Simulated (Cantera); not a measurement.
An adiabatic, constant-pressure homogeneous reactor starts with H2 : O2 : N2 : H2O = 1 : 0.278 : 2.33 : 0.11 (molar parts), equivalence ratio 1.8, at 1325 K and 1.01 bar. Integrator tolerance rtol = 1e-08.

Detailed kinetics in Cantera: GRI-Mech 3.0 (53 species, 325 reactions).

What does this change do: H2O 0.11 to 0.29 parts?


| quantity | before | after |
|---|---|---|
| time of steepest temperature rise | 43.8 µs | 46.6 µs |
| temperature at 0.900 s | 2346 K | 2289 K |
| equilibrium temperature | 2346 K | 2289 K |
| x(H2) at 0.900 s | 0.127 (gas-phase equilibrium 0.127) | 0.121 (gas-phase equilibrium 0.121) |
| x(O2) at 0.900 s | 1.64e-5 (gas-phase equilibrium 1.64e-5) | 1.39e-5 (gas-phase equilibrium 1.39e-5) |
| x(H2O) at 0.900 s | 0.192 (gas-phase equilibrium 0.192) | 0.232 (gas-phase equilibrium 0.232) |
| x(N2O) at 0.900 s | 7.31e-9 (gas-phase equilibrium 7.31e-9) | 5.71e-9 (gas-phase equilibrium 5.71e-9) |
| x(O) at 0.900 s | 2.61e-5 (gas-phase equilibrium 2.61e-5) | 1.74e-5 (gas-phase equilibrium 1.74e-5) |
| x(NO) at 0.900 s | 0.000141 (gas-phase equilibrium 0.000141) | 0.000113 (gas-phase equilibrium 0.000113) |

What does this change do: initial temperature 1325 to 1675 K?


```tsv
quantity	before	after
time of steepest temperature rise	43.8 µs	13.2 µs
temperature at 0.900 s	2346 K	2589 K
equilibrium temperature	2346 K	2589 K
x(H2) at 0.900 s	0.127 (gas-phase equilibrium 0.127)	0.125 (gas-phase equilibrium 0.125)
x(O2) at 0.900 s	1.64e-5 (gas-phase equilibrium 1.64e-5)	0.000180 (gas-phase equilibrium 0.000180)
x(H2O) at 0.900 s	0.192 (gas-phase equilibrium 0.192)	0.186 (gas-phase equilibrium 0.186)
x(N2O) at 0.900 s	7.31e-9 (gas-phase equilibrium 7.31e-9)	3.74e-8 (gas-phase equilibrium 3.74e-8)
x(O) at 0.900 s	2.61e-5 (gas-phase equilibrium 2.61e-5)	0.000297 (gas-phase equilibrium 0.000297)
x(NO) at 0.900 s	0.000141 (gas-phase equilibrium 0.000141)	0.000725 (gas-phase equilibrium 0.000725)
```
